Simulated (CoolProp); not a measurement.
CHF3 (R23) along the isobar 1080 kPa: Z from the reference equation and from simpler models built on Tc = 26.1 °C, pc = 4832 kPa, ω = 0.263; each cubic takes its own stable root.

Model: reference Helmholtz-energy equation of state, Penoncello 2003, in CoolProp.

```
T (°C)   phase  reference  van der Waals  Soave-Redlich-Kwong  Peng-Robinson
------  ------  ---------  -------------  -------------------  -------------
-36.85  liquid    0.03064         0.8683              0.03636        0.03205
-20.35     gas     0.8301         0.8901               0.8519         0.8422
-3.95      gas     0.8706         0.9069               0.8822         0.8729
12.45      gas     0.8977         0.9203               0.9048         0.8961
28.95      gas     0.9174         0.9312               0.9225         0.9142
45.35      gas     0.9322         0.9402               0.9363         0.9285
61.75      gas     0.9438         0.9476               0.9474         0.9400
78.25      gas     0.9530         0.9539               0.9564         0.9494
94.65      gas     0.9605         0.9592               0.9638         0.9572
111.05     gas     0.9666         0.9637               0.9699         0.9637
127.55     gas     0.9717         0.9677               0.9751         0.9692
143.95     gas     0.9759         0.9711               0.9794         0.9738
160.35     gas     0.9795         0.9741               0.9830         0.9777
176.85     gas     0.9826         0.9767               0.9861         0.9811
```

At some of these states van der Waals gives the other phase, because its saturation line lies elsewhere.
